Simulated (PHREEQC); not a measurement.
Make-up at 25 °C: 0.029 mol CdCl2, 0.25 mol H2SO4 and 0.007 mol NaCl per kg of water. Closed to the air; pH follows from the charge balance.

Model: ion-association model, wateq4f.dat, run in PHREEQC.

No solid was allowed to form.

Order these S species by the share of S that they hold, largest first: CdSO4, HSO4-, SO4-2, Cd(SO4)2-2.

HSO4- (85 %), SO4-2 (12 %), CdSO4 (2.0 %), Cd(SO4)2-2 (1.1 %)

Order these Cl species by the share of Cl that they hold, largest first: CdCl3-, CdCl+, Cl-, CdCl2.

Cl- (78 %), CdCl+ (18 %), CdCl2 (3.5 %), CdCl3- (0.17 %)

The pH is 0.65 and the ionic strength 0.365 mol/kgw. Complexes and solids missing from the database can't appear.
